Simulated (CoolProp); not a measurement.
R143a at 332.99 K and 4.29 MPa flows at 0.34 m/s in a round tube of 10 mm bore and 15 µm roughness, fully developed (64/Re and Nu = 3.66 if laminar; Colebrook and Gnielinski if turbulent). Each further row changes one setting.

Computed with CoolProp (reference Helmholtz-energy equation of state, Lemmon and Jacobsen 2000).

```json
[
 {"case": "as stated", "Reynolds number": "33700", "Darcy friction factor": "?", "pressure drop (Pa/m)": "121", "heat-transfer coefficient (W/(m² K))": "1040", "mass flow (kg/h)": "75.5"},
 {"case": "velocity 0.68 m/s", "Reynolds number": "67500", "Darcy friction factor": "0.0245", "pressure drop (Pa/m)": "446", "heat-transfer coefficient (W/(m² K))": "1980", "mass flow (kg/h)": "151"},
 {"case": "diameter 20 mm", "Reynolds number": "67500", "Darcy friction factor": "?", "pressure drop (Pa/m)": "?", "heat-transfer coefficient (W/(m² K))": "?", "mass flow (kg/h)": "?"}
]
```

Question: Fill in the missing entries.

Answer: 
- as stated, Darcy friction factor: 0.0266
- diameter 20 mm, Darcy friction factor: 0.0223
- diameter 20 mm, pressure drop (Pa/m): 50.7
- diameter 20 mm, heat-transfer coefficient (W/(m² K)): 918
- diameter 20 mm, mass flow (kg/h): 302

Viscosity comes from a separate model (Klein 1997), an estimate that may be off by 10 % or more. Thermal conductivity comes from a separate model (McLinden 2000), an estimate that may be off by 10 % or more.
